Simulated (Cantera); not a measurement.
A freely propagating, adiabatic, planar premixed flame of H2 : O2 : N2 = 1 : 0.227 : 1.11 (molar parts), equivalence ratio 2.2, unburnt at 625 K and 190000 Pa; mixture-averaged transport, grid criteria slope 0.08 and curve 0.16, no radiation.

Model: the H2/O2 subset of GRI-Mech 3.0, which has no nitrogen chemistry, integrated in Cantera. Burning velocities carry a grid error of a few per cent, more on coarse grids.

Question: How do the results move with these cheaper or finer settings: unity-Lewis-number transport; multicomponent transport; multicomponent+Soret transport; grid criteria slope 0.5, curve 1; grid criteria slope 0.25, curve 0.5; grid criteria slope 0.03, curve 0.06?

Answer: 
```tsv
setting	laminar burning velocity	thermal thickness	peak x(HO2)	peak x(H)	grid points
as above	805 cm/s	0.211 mm	0.000342	0.0636	125
unity-Lewis-number transport	484 cm/s	0.188 mm	0.000263	0.0649	108
multicomponent transport	789 cm/s	0.211 mm	0.000341	0.0634	125
multicomponent+Soret transport	763 cm/s	0.207 mm	0.000344	0.0629	128
grid criteria slope 0.5, curve 1	1020 cm/s	0.347 mm	0.000322	0.0642	38
grid criteria slope 0.25, curve 0.5	837 cm/s	0.237 mm	0.000331	0.0642	58
grid criteria slope 0.03, curve 0.06	798 cm/s	0.205 mm	0.000343	0.0636	262
```
Unity Lewis numbers drop preferential diffusion, which matters most where H2 and H carry the flame; Soret adds thermal diffusion.
